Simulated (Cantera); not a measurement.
**Fe2O3 + CH4 + H2 (carbothermic reduction)**

Charge: 1 mol Fe2O3, a varied amount of CH4, 3.1 mol H2, equilibrated at 1000 Pa.

Cantera equilibrium calculation (NASA polynomials, part measured and part estimated; ideal gas, pure solids and liquids). Candidate condensed phases: C, C6H6, C7H8, C8H18, Fe, Fe(CO)5, FeO, Fe(OH)2, Fe(OH)3, Fe2O3, Fe3O4, H2O; 114 gas species. Each liquid is taken as pure. Iron dissolves carbon and melts from about 1420 K in contact with it, which pure phases cannot show. Mutual solubility and eutectic melting of coexisting phases are not modelled. The tables' stoichiometric FeO is somewhat more stable than real wüstite, so its field is too wide. FeO: taken at fixed stoichiometry. Condensed phases not in the tables: cementite and carbon dissolved in iron. Kinetics and transport are ignored.

Stable condensed phases:

```
T in K \ n(CH4) in mol
         0.44 0.52 0.61 0.72 0.85    1  1.2  1.4  1.6  1.9  2.3  2.7  3.2
   2448     A    A    A    A    A    A    A    A    A    A    A    A    B
   2373     A    A    A    A    A    A    A    A    A    A    A    A    B
   2298     C    C    A    A    A    A    A    A    A    A    A    A    B
   2223     C    C    C    C    C    A    A    A    A    A    A    A    B
   2148     C    C    D    D    D    D    E    E    E    E    A    A    B
   2073     D    D    D    D    D    D    E    E    E    E    E    E    F
   1998     D    D    D    D    D    D    E    E    E    E    E    E    F
   1923     D    D    D    D    D    D    E    E    E    E    E    E    F
   1848     D    D    D    D    D    D    E    E    E    E    E    E    F
```

A: gas only; B: C; C: FeO; D: Fe + FeO; E: Fe; F: C + Fe.
